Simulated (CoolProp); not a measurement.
Vapour-liquid equilibrium of methanol (1) + water (2) at 63.95 °C; x and y are mole fractions of (1).

Model: multi-fluid Helmholtz-energy mixture model, de Reuck 1993 and Wagner 2002; pair parameters Bell 2016, in CoolProp.

```
x     bubble pressure (MPa)  y at the bubble point  dew pressure at overall composition x (MPa)  liquid density (mol/L)
----  ---------------------  ---------------------  -------------------------------------------  ----------------------
0.05                0.03051                  0.246                                      0.02500                   51.74
0.2                 0.04653                  0.572                                      0.02905                   44.69
0.35                0.05893                  0.711                                      0.03437                   38.97
0.5                 0.06917                  0.797                                      0.04182                   34.26
0.65                0.07834                  0.862                                      0.05288                   30.33
0.8                 0.08718                  0.921                                      0.06960                   27.02
0.95                0.09615                  0.980                                      0.09160                   24.21
```

No azeotrope shows between x = 0.05 and 0.95.

Pair parameters are fitted to limited data, so mixtures are less certain than the pure fluids.
